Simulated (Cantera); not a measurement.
Charge: 1 mol B2O3, 1.2 mol NH3, 0.25 mol H2, held at 1850 °C and 0.200 bar.

Equilibrium computed with Cantera from the NASA thermochemical tables; the gas is ideal and each condensed phase is pure. Candidate condensed phases: B, BN, B2O3, B3O3H3, H2O; 39 gas species. Equilibrium is a limit: real reactors are often held back by kinetics, nucleation or transport.

Base state: H2 0.473, B2O3 0.174, N2 0.163, HBO2 0.0913, HBO 0.0598, B2O2 0.0173, BO 0.00905, H2O 0.00600 (mole fractions); condensed: gas only.

Question: What changes in the equilibrium state with this change: NH3 from 1.2 to 25 mol?

Answer: 
```csv
species,before,after
H2,0.473,0.712
N2,0.163,0.243
HBO,0.0598,0.0161
B2O3,0.174,0.00388
HBO2,0.0913,0.0114
B2O2,0.0173,0.000832
BO2,0.000159,1.61e-5
BO,0.00905,0.00198
```
